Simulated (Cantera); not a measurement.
Feed: 1 mol PbCl₂, 180 mol H₂, held at 1775 °C and 1.00 bar.

Equilibrium computed with Cantera from the NASA thermochemical tables; the gas is ideal and each condensed phase is pure. Rates play no part.

```tsv
species	before	after
HCl	0.0108	0.434
PbCl	0.000130	0.303
PbCl₂	3.35e-7	0.145
H₂	0.981	0.0458
Pb	0.00536	0.0674
PbCl₄	<1e-9	0.000228
Cl₂	<1e-9	1.45e-5
Cl	1.81e-5	0.00337
Pb₂	1.27e-7	2.02e-5
H	0.00222	0.000480
```
Gas species are given as mole fractions.

Name the change that produced these shifts.
A. H₂ from 180 to 0.51 mol
B. temperature from 1775 °C to 527 °C
C. temperature from 1775 °C to 1900 °C
D. temperature from 1775 °C to 827 °C

A, H₂ from 180 to 0.51 mol. The tables' values for PbCl₄ are old estimates; treat these amounts as uncertain
